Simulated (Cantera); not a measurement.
Input (Python, Cantera):

```python
import numpy as np
import cantera as ct

gas = ct.Solution("gri30.yaml")


def delay(T, t_max=10):
    gas.TPX = T, 2900000, {'CH4': 1, 'CO': 0.032, 'O2': 2.96, 'N2': 11.1}
    reactor = ct.IdealGasReactor(gas, clone=False)
    net = ct.ReactorNet([reactor])
    net.rtol, net.atol = 1e-8, 1e-16
    while net.time < t_max:
        t_old, T_old = net.time, reactor.T
        net.step()
        if reactor.T > T + 400:  # ignition: a rise of 400 K
            return t_old + (T + 400 - T_old) / (reactor.T - T_old) * (net.time - t_old)
    return np.nan


taus = []
for T in [1275, 1325, 1375, 1425, 1475, 1525, 1575, 1625, 1675]:
    taus.append(delay(T))
    print(f"T0 = {T:6g} K   tau = {taus[-1]:.4e} s")
```

It prints:

```
T0 =   1275 K   tau = 5.2996e-04 s
T0 =   1325 K   tau = 3.0868e-04 s
T0 =   1375 K   tau = 1.8580e-04 s
T0 =   1425 K   tau = 1.1501e-04 s
T0 =   1475 K   tau = 7.2944e-05 s
T0 =   1525 K   tau = 4.7279e-05 s
T0 =   1575 K   tau = 3.1255e-05 s
T0 =   1625 K   tau = 2.1046e-05 s
T0 =   1675 K   tau = 1.4422e-05 s
```

Detailed kinetics in Cantera: GRI-Mech 3.0 (53 species, 325 reactions). The pressure lies above the range GRI-Mech 3.0 was tuned for (to about 10 atm).
